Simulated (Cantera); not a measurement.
Charge: 1 mol TiO2, 2.1 mol C, 0.12 mol H2, held at 1773.15 K and 1.33 mbar.

Equilibrium computed with Cantera from the NASA thermochemical tables; the gas is ideal and each condensed phase is pure. Candidate condensed phases: C, C6H6, C7H8, C8H18, H2O, Ti, TiC, TiO, TiO2, Ti2O3, Ti3O5, Ti4O7; 113 gas species. Mutual solubility and eutectic melting of coexisting phases are not modelled. TiC, TiO: taken at fixed stoichiometry. Condensed phases not in the tables: solid solutions among these carbides, nitrides and lower oxides. The numbers say what is thermodynamically allowed, not how fast it happens.

Base state: CO 0.927, H2 0.0707, H 0.00207, CO2 1.61e-5 (mole fractions); condensed: TiC(s) + TiO(s).

**Question.** What changes in the equilibrium state with this change: temperature from 1773.15 K to 1625 K?

**Answer.** 
| species | before | after |
|---|---|---|
| CO | 0.927 | 0.924 |
| H2 | 0.0707 | 0.0757 |
| H | 0.00207 | 0.000531 |
| CO2 | 1.61e-5 | 1.76e-5 |
| TiC(s), mol | 0.550 | 0.640 |
| TiO(s), mol | 0.450 | 0 |
| Ti2O3(s), mol | 0 | 0.180 |
TiC: taken at fixed stoichiometry.

**Question.** What changes in the equilibrium state with this change: pressure from 1.33 mbar to 0.133 bar?

**Answer.** 
| species | before | after |
|---|---|---|
| CO | 0.927 | 0.924 |
| H2 | 0.0707 | 0.0758 |
| H | 0.00207 | 0.000215 |
| H2O | 4.55e-6 | 3.16e-5 |
| CO2 | 1.61e-5 | 0.000104 |
| TiC(s), mol | 0.550 | 0.640 |
| TiO(s), mol | 0.450 | 0 |
| Ti2O3(s), mol | 0 | 0.180 |
TiC: taken at fixed stoichiometry.
